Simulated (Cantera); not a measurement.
Mixture: C3H8 : O2 : N2 = 1 : 7.58 : 28.5 (molar parts), at 9.87 atm, adiabatic and at constant volume. Ignition delay is the time to a rise of 400 K.

Computed with Cantera and GRI-Mech 3.0 (53 species, 325 reactions). GRI-Mech 3.0 was tuned for natural gas; its chemistry of propane as a main component is partial and can be far from experiment.

What does this change do: pressure from 9.87 atm to 5.92 atm?


| quantity | before | after |
|---|---|---|
| delay at 1225 K | 0.966 ms | 1.34 ms |
| delay at 1325 K | 0.182 ms | 0.241 ms |
| delay at 1425 K | 44.0 µs | 57.7 µs |
| delay at 1525 K | 14.0 µs | 18.6 µs |
| delay at 1625 K | 5.72 µs | 7.80 µs |
| apparent activation energy between 1575 and 1675 K | 170 kJ/mol | 170 kJ/mol |
